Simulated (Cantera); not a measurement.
Input (Python, Cantera):

```python
import numpy as np
import cantera as ct

gas = ct.Solution("gri30.yaml", transport_model="mixture-averaged")
show = ['NO', 'H2O', 'CH3']

rows = []
print(f"{'T/K':>7s}{'rho':>11s}{'cp':>10s}{'mu':>11s}{'lambda':>11s}{'Pr':>7s}" + "".join(f"{'D_' + s:>11s}" for s in show))
for T in [400, 550, 700, 850, 1000, 1150, 1300, 1450]:
    gas.TPX = T, 500000, {'CH4': 0.29}
    Pr = gas.cp_mass * gas.viscosity / gas.thermal_conductivity
    D = [gas.mix_diff_coeffs_mole[gas.species_index(s)] for s in show]
    rows.append([gas.density, gas.cp_mass, gas.viscosity, gas.thermal_conductivity, Pr, *D])
    print(f"{T:7g}{gas.density:11.4e}{gas.cp_mass:10.1f}{gas.viscosity:11.4e}"
          f"{gas.thermal_conductivity:11.4e}{Pr:7.3f}" + "".join(f"{d:11.4e}" for d in D))
print("SI units: kg/m3, J/kg/K, Pa s, W/m/K, m2/s")
```

Result:

```
    T/K        rho        cp         mu     lambda     Pr       D_NO      D_H2O      D_CH3
    400 2.4119e+00    2526.4 1.4442e-05 5.0682e-02  0.720 7.4731e-06 8.0749e-06 7.8513e-06
    550 1.7541e+00    3093.1 1.8311e-05 7.8475e-02  0.722 1.2962e-05 1.4845e-05 1.3730e-05
    700 1.3782e+00    3655.8 2.1710e-05 1.0936e-01  0.726 1.9539e-05 2.3201e-05 2.0787e-05
    850 1.1350e+00    4143.2 2.4797e-05 1.4142e-01  0.726 2.7106e-05 3.2963e-05 2.8916e-05
   1000 9.6476e-01    4588.7 2.7658e-05 1.7372e-01  0.731 3.5597e-05 4.4003e-05 3.8039e-05
   1150 8.3893e-01    4962.1 3.0346e-05 2.0576e-01  0.732 4.4958e-05 5.6224e-05 4.8099e-05
   1300 7.4213e-01    5281.4 3.2897e-05 2.3726e-01  0.732 5.5149e-05 6.9554e-05 5.9048e-05
   1450 6.6535e-01    5554.0 3.5335e-05 2.6807e-01  0.732 6.6133e-05 8.3935e-05 7.0849e-05
SI units: kg/m3, J/kg/K, Pa s, W/m/K, m2/s
```

Computed with Cantera and GRI-Mech 3.0 (53 species, 325 reactions). The composition is frozen, though it would react at the higher temperatures.
